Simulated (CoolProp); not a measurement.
A closed Brayton cycle with carbon dioxide: compressor inlet 325.15 K and 8.6 MPa, high pressure 28.3 MPa, turbine inlet 760 K, compressor efficiency 0.89, turbine efficiency 0.93, recuperator effectiveness 0.9 (on enthalpy, no pinch check). Each further row changes one setting.

Values from CoolProp's reference Helmholtz-energy equation of state, Span 1996.

```tsv
case	thermal efficiency (%)	net work (kJ/kg)	compressor to turbine work	compressor exit (K)	turbine exit (K)
as stated	33.2	84.5	0.41	421.2	620.9
turbine inlet 710 K	30.7	72.9	0.45	421.2	576.1
compressor inlet 335.15 K	31.6	76.6	0.47	439.5	620.9
high pressure 24.1 MPa	32.8	76.9	0.39	407.9	639.1
recuperator effectiveness 0.5	24.4	84.5	0.41	421.2	620.9
```
